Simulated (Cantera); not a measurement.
FeS2 + SO3 + CO2 (roasting and sulfation)

A closed system holds: 1 mol FeS2, 1.3 mol SO3, 4.9 mol CO2, held at 0.0100 bar.

Method: chemical equilibrium by Gibbs-energy minimisation in Cantera with the NASA 1993 tables (ideal gas, pure condensed phases). Candidate condensed phases: C, Fe, Fe(CO)5, FeO, FeS, FeSO4, FeS2, Fe2O3, Fe2(SO4)3, Fe3O4, S; 25 gas species. Metal and sulfide melt together well below either melting point, which pure phases cannot show. Mutual solubility and eutectic melting of coexisting phases are not modelled. The tables' stoichiometric FeO is somewhat more stable than real wüstite, so its field is too wide. FeO, FeS: taken at fixed stoichiometry. The numbers say what is thermodynamically allowed, not how fast it happens.

```tsv
T (°C)	x CO2	x SO2	x CO	x S2	x SO	n FeO(s)	n FeS(s)
1050	0.576	0.241	0.0842	0.0949	0.00201	0.934	0.0657
1075	0.559	0.242	0.0973	0.0974	0.00249	1.00	0
1100	0.545	0.247	0.109	0.0939	0.00304	1.00	0
1125	0.530	0.252	0.122	0.0902	0.00368	1.00	0
1150	0.515	0.257	0.135	0.0864	0.00442	1.000	0
1175	0.499	0.263	0.148	0.0825	0.00527	1.000	0
1200	0.483	0.268	0.162	0.0785	0.00624	1.000	0
1225	0.468	0.274	0.175	0.0745	0.00733	1.000	0
1250	0.452	0.279	0.188	0.0704	0.00857	1.000	0
1275	0.436	0.284	0.201	0.0663	0.00994	1.000	0
1300	0.421	0.289	0.214	0.0623	0.0115	1.000	0
1325	0.406	0.294	0.227	0.0582	0.0131	1.000	0
1350	0.391	0.299	0.239	0.0543	0.0150	1.000	0
1375	0.377	0.303	0.251	0.0504	0.0170	1.000	0
```
x: gas mole fraction; n: condensed amount in mol.

At 1050 °C the condensed part is FeO(s) + FeS(s). From 1075 °C to 1375 °C the condensed part is FeO(s).
